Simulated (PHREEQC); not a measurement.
# Polishing slurry liquid: speciation

Solution (25 °C): 3.5 mmol/kgw H2SO4, 4.7 mmol/kgw KNO3 and 0.013 mmol/kgw CO2. Closed to the air; pH follows from the charge balance.

Model: ion-association model, phreeqc.dat, run in PHREEQC.

Each row changes one thing in this solution. Precipitation was switched off in this run.

| case | pH | ionic strength (mol/kgw) | SO4-2 (mol/kgw) | HSO4- (mol/kgw) |
|---|---|---|---|---|
| as made | 2.26 | 0.0132 | 0.00250 | 0.000948 |
| KNO3 from 0.0047 to 0.00047 mol/kgw | 2.26 | ? | 0.00249 | 0.00100 |
| KNO3 left out | 2.26 | 0.00848 | 0.00249 | 0.00101 |
| KNO3 replaced by Zn(NO3)2 at the same molality | 2.25 | ? | 0.00207 | ? |
| CO2 from 1.3e-05 to 1.43e-05 mol/kgw | 2.26 | 0.0132 | 0.00250 | 0.000948 |

### Question
Some entries are withheld; supply them.

### Answer

- KNO3 from 0.0047 to 0.00047 mol/kgw, ionic strength (mol/kgw): 0.00896
- KNO3 replaced by Zn(NO3)2 at the same molality, ionic strength (mol/kgw): 0.0204
- KNO3 replaced by Zn(NO3)2 at the same molality, HSO4- (mol/kgw): 0.000747
